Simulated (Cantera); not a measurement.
## Fluorocarbon and chlorocarbon gases: c-C4F8 + H2

Feed: 1 mol c-C4F8, 0.18 mol H2, held at 27.0 Torr.

Equilibrium computed with Cantera from the NASA thermochemical tables; the gas is ideal and each condensed phase is pure. Candidate condensed phases: C, C6H6, C7H8, C8H18; 110 gas species. Ions and electrons are included (thermal ionisation). The feed counts by its element totals alone. The tables' values for C2F4 are old estimates; treat these amounts as uncertain. Gases not in the tables: C2F6 and larger saturated fluorocarbons. Rates play no part.

From 2000 K to 3000 K the condensed part is C(graphite). From 3250 K to 5000 K nothing is condensed. The main C-bearing gas is CF4 at 2000 K and C at 5000 K.

```csv
T (K),x CF4,x F,x CF2,x C,x HF,x CF,x C3,x C2,x H,x CF3,n C(graphite)
2000,0.777,0.0128,0.0518,8.46e-10,0.153,5.96e-5,7.70e-10,6.51e-11,3.59e-7,0.00552,2.03
2250,0.500,0.0956,0.260,1.01e-7,0.126,0.00132,1.81e-7,1.59e-8,2.04e-6,0.0177,1.77
2500,0.0881,0.338,0.468,4.62e-6,0.0794,0.0110,1.38e-5,1.27e-6,8.62e-6,0.0159,1.36
2750,0.00334,0.598,0.297,0.000105,0.0590,0.0391,0.000469,4.53e-5,4.85e-5,0.00361,1.90
3000,7.47e-5,0.736,0.118,0.00141,0.0495,0.0851,0.00867,0.000880,0.000289,0.000467,2.31
3250,1.11e-6,0.693,0.0317,0.0120,0.0398,0.122,0.0859,0.00966,0.00154,3.86e-5,0
3500,2.20e-8,0.721,0.00628,0.0384,0.0326,0.0932,0.0815,0.0197,0.00591,3.04e-6,0
3750,5.63e-10,0.713,0.00129,0.0958,0.0209,0.0640,0.0587,0.0301,0.0150,2.68e-7,0
4000,1.73e-11,0.687,0.000258,0.182,0.00945,0.0381,0.0274,0.0319,0.0235,2.51e-8,0
4250,<1e-12,0.663,4.99e-5,0.258,0.00364,0.0193,0.00725,0.0217,0.0272,2.46e-9,0
4500,<1e-12,0.652,1.01e-5,0.297,0.00145,0.00900,0.00133,0.0109,0.0284,2.77e-10,0
4750,<1e-12,0.649,2.27e-6,0.312,0.000629,0.00426,0.000233,0.00508,0.0288,3.75e-11,0
5000,<1e-12,0.648,5.83e-7,0.318,0.000294,0.00212,4.51e-5,0.00242,0.0290,6.07e-12,0
```
x: gas mole fraction; n: condensed amount in mol.
